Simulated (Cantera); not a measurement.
Cantera run, input and output.

```python
import numpy as np
import cantera as ct

gas = ct.Solution("SiF4_NH3_mec.yaml", "gas")
gas.TPX = 1625, 13332, {'NH3': 1, 'H2': 0.44}
reactor = ct.IdealGasConstPressureReactor(gas, energy="off", clone=False)
net = ct.ReactorNet([reactor])
net.rtol, net.atol = 1e-08, 1e-18
show = ['NH3', 'H2', 'NH2', 'H', 'N2H2', 'N']
times = np.geomspace(1e-05, 3, 14)

steps = ct.SolutionArray(gas, extra=["t"])
rows = []
print(f"{'t/s':>10s}{'T/K':>9s}{'P/Pa':>11s}" + "".join(f"{s:>11s}" for s in show))
for t in times:
    while net.time < t:
        t_next = net.step()
        steps.append(gas.state, t=t_next)
    rows.append([np.interp(t, steps.t, y) for y in (steps.T, steps.P, *steps(*show).X.T)])
    print(f"{t:10.3e}{rows[-1][0]:9.1f}{rows[-1][1]:11.4g}" + "".join(f"{x:11.3e}" for x in rows[-1][2:]))
rate = np.gradient(steps.T, steps.t)
print("integrator steps:", len(steps.t))
if steps.T.max() > steps.T[0] + 200:
    print(f"time of steepest temperature rise: {steps.t[rate.argmax()]:.4e} s")
gas.TPX = 1625, 13332, {'NH3': 1, 'H2': 0.44}
gas.equilibrate("TP")
print(f"equilibrium (TP): T = {gas.T:.1f} K  " + "  ".join(f"{s} {gas[s].X[0]:.3e}" for s in show))
```

Output:

```
       t/s      T/K       P/Pa        NH3         H2        NH2          H       N2H2          N
 1.000e-05   1625.0  1.333e+04  6.944e-01  3.056e-01  1.021e-07  2.349e-08  1.608e-14  7.099e-19
 2.638e-05   1625.0  1.333e+04  6.944e-01  3.056e-01  2.761e-07  5.514e-08  3.041e-13  4.376e-17
 6.960e-05   1625.0  1.333e+04  6.944e-01  3.056e-01  7.353e-07  1.386e-07  5.142e-12  1.993e-15
 1.836e-04   1625.0  1.333e+04  6.944e-01  3.056e-01  1.946e-06  3.588e-07  7.362e-11  5.895e-14
 4.845e-04   1625.0  1.333e+04  6.944e-01  3.056e-01  5.139e-06  9.393e-07  8.141e-10  1.309e-12
 1.278e-03   1625.0  1.333e+04  6.944e-01  3.056e-01  1.354e-05  2.467e-06  7.131e-09  2.555e-11
 3.372e-03   1625.0  1.333e+04  6.944e-01  3.056e-01  3.538e-05  6.440e-06  5.568e-08  4.528e-10
 8.896e-03   1625.0  1.333e+04  6.943e-01  3.056e-01  8.415e-05  1.532e-05  3.592e-07  5.743e-09
 2.347e-02   1625.0  1.333e+04  6.938e-01  3.059e-01  1.196e-04  2.181e-05  7.762e-07  1.575e-08
 6.192e-02   1625.0  1.333e+04  6.923e-01  3.070e-01  1.207e-04  2.213e-05  7.917e-07  1.624e-08
 1.634e-01   1625.0  1.333e+04  6.885e-01  3.096e-01  1.202e-04  2.236e-05  7.844e-07  1.628e-08
 4.310e-01   1625.0  1.333e+04  6.787e-01  3.166e-01  1.191e-04  2.298e-05  7.655e-07  1.637e-08
 1.137e+00   1625.0  1.333e+04  6.537e-01  3.342e-01  1.162e-04  2.458e-05  7.188e-07  1.660e-08
 3.000e+00   1625.0  1.333e+04  5.942e-01  3.761e-01  1.092e-04  2.858e-05  6.145e-07  1.706e-08
integrator steps: 472
equilibrium (TP): T = 1625.0 K  NH3 1.849e-06  H2 7.949e-01  NH2 9.762e-10  H 1.734e-04  N2H2 3.585e-15  N 1.437e-12
```

Detailed kinetics in Cantera: the gas-phase N/H chemistry of the illustrative SiF4/NH3 mechanism in the Surface Chemkin manual (1991). Walls and surfaces, which speed up NH3 decomposition in real reactors, are not modelled.
